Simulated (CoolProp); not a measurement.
R1234ze(E) along the isobar 2.44 MPa: density (kg/m³) from the reference equation and from simpler models built on Tc = 109.4 °C, pc = 3.635 MPa, ω = 0.313; each cubic takes its own stable root.

Values from CoolProp's reference Helmholtz-energy equation of state, Thol 2016.

| T (°C) | phase | reference |
|---|---|---|
| -92.85 | liquid | 1486 |
| -68.85 | liquid | 1427 |
| -44.85 | liquid | 1367 |
| -20.95 | liquid | 1305 |
| 3.05 | liquid | 1239 |
| 27.05 | liquid | 1166 |
| 50.95 | liquid | 1082 |
| 74.95 | liquid | 972.3 |
| 98.95 | gas | 136.7 |
| 122.85 | gas | 111.8 |
| 146.85 | gas | 97.90 |

Question: How far does each simpler model (van der Waals, Redlich-Kwong, Peng-Robinson) lie from the reference over these 11 states: mean and median of the absolute difference, and the worst?

Answer: 
- van der Waals: mean 34.3 %, median 40.0 %, worst -84.2 % at 74.95 °C and 2.44 MPa
- Redlich-Kwong: mean 11.1 %, median 12.9 %, worst -20.8 % at 74.95 °C and 2.44 MPa
- Peng-Robinson: mean 1.8 %, median 1.7 %, worst -4.3 % at 74.95 °C and 2.44 MPa

At some of these states van der Waals gives the other phase, because its saturation line lies elsewhere.
